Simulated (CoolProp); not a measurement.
Vapour-liquid equilibrium of n-butane (1) + R245fa (2) at 371 K; x and y are mole fractions of (1).

Values from CoolProp's multi-fluid Helmholtz-energy mixture model, Bücker 2006 and Akasaka 2015; pair parameters Bell 2016.

### Question
Give the bubble pressure and the first vapour's composition at x = 0.35, 0.425, 0.8. Is there an azeotrope?

### Answer
x = 0.35: 1.787 MPa, y = 0.450; x = 0.425: 1.832 MPa, y = 0.497; x = 0.8: 1.793 MPa, y = 0.729. y crosses x between x = 0.575 and 0.65: the model has an azeotrope there.

Pair parameters are fitted to limited data, so mixtures are less certain than the pure fluids.
